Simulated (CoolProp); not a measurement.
Properties of R1234yf along the isotherm 410 K (Tc = 367.8 K, pc = 33.84 bar, ω = 0.276).

Computed with CoolProp (reference Helmholtz-energy equation of state, Lemmon 2022).

```csv
p (bar),phase,Z,conductivity (mW/(m K)),fugacity coefficient
3.38,gas,0.9757,23.4,0.9762
6.77,gas,0.9508,23.6,0.9525
10.2,gas,0.9248,23.9,0.9289
13.5,gas,0.8992,24.1,0.9064
16.9,gas,0.8721,24.4,0.8836
20.3,gas,0.8441,24.8,0.8610
23.7,gas,0.8153,25.2,0.8386
27.1,gas,0.7855,25.7,0.8165
30.5,gas,0.7548,26.3,0.7947
33.8,gas,0.7239,27.0,0.7737
37.2,supercritical,0.6910,27.8,0.7523
40.6,supercritical,0.6570,28.9,0.7312
44,supercritical,0.6219,30.2,0.7103
47.4,supercritical,0.5860,31.7,0.6897
50.8,supercritical,0.5500,33.4,0.6694
```

Thermal conductivity comes from a separate model (Perkins 2011).
